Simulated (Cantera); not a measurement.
An isothermal, constant-pressure homogeneous reactor starts with NH3 : N2 = 1 : 1.6 (molar parts), at 2250 K and 0.0133 bar. Integrator tolerance rtol = 1e-08.

Computed with Cantera and the gas-phase N/H chemistry of the illustrative SiF4/NH3 mechanism in the Surface Chemkin manual (1991). Walls and surfaces, which speed up NH3 decomposition in real reactors, are not modelled.

### Question
What does this change do: NH3 1 to 8.9 parts?

### Answer
```tsv
quantity	before	after
x(NH3) at 4.00 s	3.07e-7 (gas-phase equilibrium 3.39e-8)	3.40e-7 (gas-phase equilibrium 5.29e-8)
x(N2) at 4.00 s	0.575 (gas-phase equilibrium 0.572)	0.305 (gas-phase equilibrium 0.304)
x(NH) at 4.00 s	1.18e-7 (gas-phase equilibrium 2.68e-8)	1.17e-7 (gas-phase equilibrium 2.52e-8)
x(N) at 4.00 s	4.48e-7 (gas-phase equilibrium 1.46e-7)	4.19e-7 (gas-phase equilibrium 1.06e-7)
x(H) at 4.00 s	0.0287 (gas-phase equilibrium 0.0403)	0.0446 (gas-phase equilibrium 0.0520)
```

### Question
What does this change do: pressure from 0.0133 bar to 0.240 bar?

### Answer
```
quantity                                           before                                    after
----------------  ---------------------------------------  ---------------------------------------
x(NH3) at 4.00 s  3.07e-7 (gas-phase equilibrium 3.39e-8)  6.71e-7 (gas-phase equilibrium 6.68e-7)
x(N2) at 4.00 s       0.575 (gas-phase equilibrium 0.572)      0.580 (gas-phase equilibrium 0.580)
x(NH) at 4.00 s   1.18e-7 (gas-phase equilibrium 2.68e-8)  2.79e-8 (gas-phase equilibrium 2.78e-8)
x(N) at 4.00 s    4.48e-7 (gas-phase equilibrium 1.46e-7)  3.47e-8 (gas-phase equilibrium 3.46e-8)
x(H) at 4.00 s      0.0287 (gas-phase equilibrium 0.0403)  0.00977 (gas-phase equilibrium 0.00977)
```
